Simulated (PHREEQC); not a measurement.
Solution (25 °C): 0.0037 mol/kgw NH4HS, 0.0023 mol/kgw NaHCO3 and 0.00033 mol/kgw FeCl2. Closed to the air; pH follows from the charge balance.

The numbers come from PHREEQC with the ion-association model, phreeqc.dat.

Each row changes one thing in this solution. This is a speciation only: nothing precipitates in the calculation.

```csv
case,pH,ionic strength (mol/kgw),NH4+ (mol/kgw),HS- (mol/kgw),Fe(HS)2 (mol/kgw),NH3 (mol/kgw)
as made,8.07,0.00580,0.00349,0.00277,0.000253,0.000213
temperature from 25 to 45 °C,7.70,0.00568,0.00337,0.00270,0.000255,0.000331
NaHCO3 from 0.0023 to 0.0115 mol/kgw,8.11,0.0150,0.00347,0.00280,0.000253,0.000225
diluted 100-fold with water,8.00,6.35e-5,3.50e-5,3.14e-5,1.46e-6,1.99e-6
NaHCO3 left out,8.04,0.00350,0.00350,0.00276,0.000254,0.000205
diluted 10-fold with water,8.06,0.000580,0.000348,0.000283,3.15e-5,2.24e-5
FeCl2 from 0.00033 to 0.000495 mol/kgw,8.04,0.00581,0.00350,0.00243,0.000391,0.000202
temperature from 25 to 75 °C,7.29,0.00537,0.00307,0.00254,0.000258,0.000627
```

Some of these states are supersaturated (in Mackinawite, FeS(ppt), for instance). Away from 25 °C the constants follow the database's enthalpies or fits; those with neither stay at their 25 °C values.
